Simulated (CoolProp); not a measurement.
A closed Brayton cycle with carbon dioxide: compressor inlet 325.15 K and 9.1 MPa, high pressure 23.2 MPa, turbine inlet 950 K, compressor efficiency 0.8, turbine efficiency 0.9, recuperator effectiveness 0.8 (on enthalpy, no pinch check). Each further row changes one setting.

Model: reference Helmholtz-energy equation of state, Span 1996, in CoolProp.

```json
[
 {"case": "as stated", "thermal efficiency (%)": "30.0", "net work (kJ/kg)": "97.6", "compressor to turbine work": "0.32", "compressor exit (K)": "398.7", "turbine exit (K)": "827.2"},
 {"case": "turbine inlet 900 K", "thermal efficiency (%)": "29.2", "net work (kJ/kg)": "89.3", "compressor to turbine work": "0.34", "compressor exit (K)": "398.7", "turbine exit (K)": "781.4"},
 {"case": "compressor inlet 335.15 K", "thermal efficiency (%)": "29.1", "net work (kJ/kg)": "90.0", "compressor to turbine work": "0.38", "compressor exit (K)": "417.4", "turbine exit (K)": "827.2"},
 {"case": "high pressure 19.7 MPa", "thermal efficiency (%)": "27.6", "net work (kJ/kg)": "83.4", "compressor to turbine work": "0.31", "compressor exit (K)": "385.5", "turbine exit (K)": "848.0"},
 {"case": "recuperator effectiveness 0.5", "thermal efficiency (%)": "20.5", "net work (kJ/kg)": "97.6", "compressor to turbine work": "0.32", "compressor exit (K)": "398.7", "turbine exit (K)": "827.2"}
]
```
